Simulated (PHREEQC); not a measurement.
Solution (70 °C): 0.0029 mol/kgw NiSO4, 0.00011 mol/kgw NiCl2, 0.045 mol/kgw NaHCO3 and 0.00035 mol/kgw NaCl. Closed to the air; pH follows from the charge balance.

Computed with PHREEQC (ion-association model, wateq4f.dat).

```
quantity                         before     after
-----------------------------  --------  --------
pH                                 7.22      6.83
ionic strength (mol/kgw)         0.0474    0.0474
HCO3- (mol/kgw)                  0.0371    0.0380
CO2 (mol/kgw)                   0.00364   0.00932
NiCO3 (mol/kgw)                 0.00254   0.00266
NaHCO3 (mol/kgw)               0.000606  0.000623
SI of Nahcolite (NaHCO3)          -2.77     -2.76
SI of Morenosite (NiSO4:7H2O)     -5.91     -5.51
```

Problem. Name the change that produced these shifts.
A) 0.0062 mol/kgw CO2 added
B) NaCl from 0.00035 to 7e-05 mol/kgw
C) NiSO4 replaced by ZnSO4 at the same molality
D) temperature from 70 to 85 °C
E) NaHCO3 from 0.045 to 0.0405 mol/kgw

Solution. A, 0.0062 mol/kgw CO2 added

This is a speciation only: nothing precipitates in the calculation. At this temperature some constants are extrapolated from 25 °C, and those without enthalpy data are left unchanged. The database's nickel carbonate constants are estimates that later reviews lower a good deal.
